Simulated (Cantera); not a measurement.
Input: 1 mol SiH4, 1.2 mol C2H4, 2.4 mol H2, at 0.00510 bar.

Method: chemical equilibrium by Gibbs-energy minimisation in Cantera with the NASA 1993 tables (ideal gas, pure condensed phases). Candidate condensed phases: C, C6H6, C7H8, C8H18, Si, SiC; 87 gas species. The numbers say what is thermodynamically allowed, not how fast it happens.

Task: At 1327 °C, list the 3 most abundant gas species with their mole fractions, and the condensed phases.

Result: H2 0.999, H 0.000761, C2H2 (acetylene) 2.75e-5. Condensed: C(graphite) + SiC(s).
